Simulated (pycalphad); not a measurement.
Source of the numbers: pycalphad with the COST 507 light-alloy database (1999); pressure 1 atm. The data set is of 1999 and partly superseded. Amounts are mole fractions of atoms.

Question: Give the equilibrium state of Mg-25.01Si (wt.%) at 850 K.

Answer: 
```
T = 850.00 K, P = 101325 Pa, N = 1 mol of atoms
G = -46481 J/mol, H = -526 J/mol, S = 54.06 J/(mol K)  (SER reference)
chemical potentials (J/mol): Mg -36785, Si -80067
phase             fraction      x(Mg)      x(Si)
MG2SI               0.6720     0.6667     0.3333
HCP_A3              0.3280     1.0000   9.67e-06
```

Question: Give the equilibrium state of Mg-25.01Si (wt.%) at 1090 K.

Answer: MG2SI, fraction 0.597, with 36.6 Si wt.%; liquid, fraction 0.403, with 7.1 Si wt.%.

Database names, with the compositions (at.%) that they take in these runs: MG2SI: Mg 67 Si 33. HCP_A3 is hcp.
